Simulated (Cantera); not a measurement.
A perfectly stirred reactor is fed with H2 : O2 : N2 = 0.72 : 0.385 : 1.45 (molar parts), equivalence ratio 0.94, at 0.280 bar; it is adiabatic with a 325 K inlet, and is followed from long to short residence time, starting on the burning branch (τ in s: 0.42, 0.15, 0.055, 0.02, 0.0072, 0.0026, 0.00094, 0.00034, 0.00012, 4.4e-05).

Cantera simulation using the H2/O2 subset of GRI-Mech 3.0, which has no nitrogen chemistry; the numbers are that mechanism's predictions, not measurements.

Predict: blow-out, bracketed by the residence times tried; x(H2) at τ = 0.420 s; x(O2) at τ = 0.420 s; x(OH) at τ = 0.420 s; x(O) at τ = 0.420 s; x(HO2) at τ = 0.420 s; x(H2) at τ = 2.60 ms; x(O2) at τ = 2.60 ms; x(OH) at τ = 2.60 ms; x(O) at τ = 2.60 ms; x(HO2) at τ = 2.60 ms.


```
Property                                                                        Value
------------------------------------------------  -----------------------------------
blow-out, bracketed by the residence times tried  burning at 0.120 ms, out at 44.0 µs
x(H2) at τ = 0.420 s                                                           0.0118
x(O2) at τ = 0.420 s                                                           0.0146
x(OH) at τ = 0.420 s                                                          0.00988
x(O) at τ = 0.420 s                                                           0.00134
x(HO2) at τ = 0.420 s                                                         1.45e-6
x(H2) at τ = 2.60 ms                                                           0.0350
x(O2) at τ = 2.60 ms                                                           0.0269
x(OH) at τ = 2.60 ms                                                           0.0149
x(O) at τ = 2.60 ms                                                           0.00805
x(HO2) at τ = 2.60 ms                                                         4.10e-6
```
